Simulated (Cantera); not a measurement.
# Transport properties of process gases

Gas mixture: C2H2 : N2 : CO : NH3 = 0.89 : 0.094 : 0.45 : 0.24 (molar parts), at 0.000200 bar, frozen composition.

Cantera's kinetic-theory transport with the Lennard-Jones parameters of GRI-Mech 3.0, ideal gas; thermal conductivity in the mixture-averaged form. Polar gases are described roughly by these parameters. The composition is frozen, though it would react at the higher temperatures.

```
T (K)  ρ (kg/m³)  cp (J/kg/K)  μ (µPa s)  λ (mW/m/K)     Pr  D (cm²/s) CH4  D (cm²/s) C2H2  D (cm²/s) NH3
-----  ---------  -----------  ---------  ----------  -----  -------------  --------------  -------------
400     0.000153         1647       16.0        35.5  0.743           1680            1430           1620
500     0.000122         1764       19.2        45.3  0.748           2500            2140           2470
600     0.000102         1862       22.1        55.0  0.749           3440            2960           3470
700      8.72e-5         1947       24.9        64.6  0.749           4500            3880           4590
800      7.63e-5         2025       27.4        74.1  0.749           5660            4890           5830
900      6.79e-5         2098       29.8        83.4  0.750           6920            5990           7190
1000     6.11e-5         2165       32.2        92.7  0.751           8270            7170           8650
1100     5.55e-5         2226       34.4         102  0.752           9720            8430          10200
1200     5.09e-5         2281       36.5         111  0.753          11300            9770          11900
```
D: mixture-averaged diffusion coefficient of that species in the mixture.
